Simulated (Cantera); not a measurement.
What does this Cantera script print?

```python
import numpy as np
import cantera as ct

gas = ct.Solution("gri30.yaml", transport_model="multicomponent")
show = ['N2', 'CH3', 'OH']

rows = []
print(f"{'T/K':>7s}{'rho':>11s}{'cp':>10s}{'mu':>11s}{'lambda':>11s}{'Pr':>7s}" + "".join(f"{'D_' + s:>11s}" for s in show))
for T in [400, 650, 900, 1150, 1400, 1650, 1900]:
    gas.TPX = T, 670, {'C3H8': 0.67}
    Pr = gas.cp_mass * gas.viscosity / gas.thermal_conductivity
    D = [gas.mix_diff_coeffs_mole[gas.species_index(s)] for s in show]
    rows.append([gas.density, gas.cp_mass, gas.viscosity, gas.thermal_conductivity, Pr, *D])
    print(f"{T:7g}{gas.density:11.4e}{gas.cp_mass:10.1f}{gas.viscosity:11.4e}"
          f"{gas.thermal_conductivity:11.4e}{Pr:7.3f}" + "".join(f"{d:11.4e}" for d in D))
print("SI units: kg/m3, J/kg/K, Pa s, W/m/K, m2/s")
```

Result:

```
    T/K        rho        cp         mu     lambda     Pr       D_N2      D_CH3       D_OH
    400 8.8836e-03    2133.9 1.0870e-05 3.0588e-02  0.758 2.9279e-03 3.2627e-03 4.4084e-03
    650 5.4668e-03    3083.2 1.6514e-05 6.7102e-02  0.759 6.8866e-03 7.7940e-03 1.0297e-02
    900 3.9483e-03    3748.9 2.1240e-05 1.0517e-01  0.757 1.2021e-02 1.3701e-02 1.7923e-02
   1150 3.0900e-03    4195.3 2.5378e-05 1.4103e-01  0.755 1.8187e-02 2.0803e-02 2.7075e-02
   1400 2.5382e-03    4523.1 2.9111e-05 1.7490e-01  0.753 2.5292e-02 2.8990e-02 3.7621e-02
   1650 2.1536e-03    4780.3 3.2552e-05 2.0720e-01  0.751 3.3272e-02 3.8184e-02 4.9467e-02
   1900 1.8702e-03    4977.9 3.5772e-05 2.3761e-01  0.749 4.2079e-02 4.8328e-02 6.2541e-02
SI units: kg/m3, J/kg/K, Pa s, W/m/K, m2/s
```

Model: GRI-Mech 3.0 (53 species, 325 reactions), integrated in Cantera. The composition is frozen, though it would react at the higher temperatures.
